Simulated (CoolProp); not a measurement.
The numbers come from the reference Helmholtz-energy equation of state, Thol 2016 in CoolProp.

Q: For R1234ze(E), give the phase and the Joule-Thomson coefficient (K/MPa), conductivity (mW/(m K)), Prandtl number at 146.85 °C and 0.0392 MPa; 146.85 °C and 0.696 MPa.

A: 
- 146.85 °C and 0.0392 MPa: gas; Joule-Thomson coefficient 7.21, conductivity 23.9, Prandtl number 0.767
- 146.85 °C and 0.696 MPa: gas; Joule-Thomson coefficient 7.51, conductivity 24.2, Prandtl number 0.781

Viscosity comes from a separate model (Bell 2016), an estimate that may be off by 10 % or more. Thermal conductivity comes from a separate model (Perkins 2011).
